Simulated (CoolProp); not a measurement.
Saturation properties of chlorine (Tc = 416.9 K, pc = 76.42 bar, ω = 0.070).

Model: reference Helmholtz-energy equation of state, Thol 2021, in CoolProp.

```tsv
T (K)	p (bar)	liquid density (kg/m³)	vapour density (kg/m³)
235.4	0.8546	1574	3.170
254.1	1.871	1522	6.547
272.8	3.639	1469	12.16
291.5	6.449	1413	20.84
310.2	10.61	1354	33.61
328.9	16.45	1291	51.82
347.6	24.28	1222	77.39
366.3	34.42	1142	113.5
385	47.20	1046	166.9
```

It boils at 239.2 K under 1 atm.
